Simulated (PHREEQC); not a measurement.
Dissolve 0.12 mol/kgw HF, 0.26 mol/kgw NH4F and 9.6e-06 mol/kgw H4SiO4 at 25 °C. Closed to the air; pH follows from the charge balance.

Computed with PHREEQC (ion-association model, wateq4f.dat).

```
quantity              before    after
-------------------  -------  -------
pH                      3.57     3.53
F- (mol/kgw)           0.213    0.114
HF (mol/kgw)          0.0551   0.0362
HF2- (mol/kgw)        0.0477   0.0163
H2F2 (mol/kgw)       0.00840  0.00353
SI of Quartz (SiO2)   -12.48   -11.42
```

Question: What was changed between the two runs?
(A) H4SiO4 from 9.6e-06 to 9.6e-05 mol/kgw
(B) diluted 2-fold with water
(C) 0.0044 mol/kgw NH3 added
(D) HF from 0.12 to 0.108 mol/kgw
(E) diluted 100-fold with water

Answer: B, diluted 2-fold with water

No solid was allowed to form. SiF6-2 is the database's only silicon fluoride.
